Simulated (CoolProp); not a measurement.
Ethane at 134.78 K and 0.334 MPa flows at 3.6 m/s in a round tube of 12.7 mm bore and 45 µm roughness, fully developed (64/Re and Nu = 3.66 if laminar; Colebrook and Gnielinski if turbulent). Each further row changes one setting.

Computed with CoolProp (reference Helmholtz-energy equation of state, Bücker 2006).

```json
[
 {"case": "as stated", "Reynolds number": "78000", "Darcy friction factor": "0.0289", "pressure drop (Pa/m)": "8890", "heat-transfer coefficient (W/(m² K))": "8550", "mass flow (kg/h)": "989"},
 {"case": "velocity 7.2 m/s", "Reynolds number": "156000", "Darcy friction factor": "0.0282", "pressure drop (Pa/m)": "34700", "heat-transfer coefficient (W/(m² K))": "16900", "mass flow (kg/h)": "1980"},
 {"case": "diameter 25.4 mm", "Reynolds number": "156000", "Darcy friction factor": "0.0239", "pressure drop (Pa/m)": "3670", "heat-transfer coefficient (W/(m² K))": "7460", "mass flow (kg/h)": "3960"}
]
```

Viscosity comes from a separate model (Friend 1991). Thermal conductivity comes from a separate model (Friend 1991).
